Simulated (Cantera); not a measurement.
A perfectly stirred reactor is fed with N₂O : N₂ = 1 : 0.7 (molar parts), at 0.0168 atm; it is held at 1175 K, and followed from long to short residence time.

Cantera simulation using GRI-Mech 3.0 (53 species, 325 reactions); the numbers are that mechanism's predictions, not measurements. GRI-Mech 3.0 was tuned for natural gas; its chemistry of N2O as a main component is partial and can be far from experiment. Radical loss at walls, strong at low pressure, is not modelled. The mechanism lacks the step 2 NO + O2 → 2 NO2, which can matter for NO2 below about 1400 K. The temperature is held fixed by assumption; the heat of reaction is taken as removed at once.

Question: What does this change do: pressure from 0.0168 atm to 0.0977 atm?

Answer: 
```json
[
 {"quantity": "x(N₂O) at τ = 1.10 s", "before": "0.583", "after": "0.559"},
 {"quantity": "x(NO₂) at τ = 1.10 s", "before": "3.98e-8", "after": "2.17e-6"},
 {"quantity": "x(NO) at τ = 1.10 s", "before": "0.000393", "after": "0.00218"},
 {"quantity": "x(N₂) at τ = 1.10 s", "before": "0.415", "after": "0.429"},
 {"quantity": "x(O₂) at τ = 1.10 s", "before": "0.00187", "after": "0.0104"},
 {"quantity": "x(N₂O) at τ = 22.0 ms", "before": "0.588", "after": "0.588"},
 {"quantity": "x(NO₂) at τ = 22.0 ms", "before": "3.00e-11", "after": "5.60e-9"},
 {"quantity": "x(NO) at τ = 22.0 ms", "before": "7.72e-6", "after": "4.57e-5"},
 {"quantity": "x(N₂) at τ = 22.0 ms", "before": "0.412", "after": "0.412"},
 {"quantity": "x(O₂) at τ = 22.0 ms", "before": "3.68e-5", "after": "0.000218"}
]
```
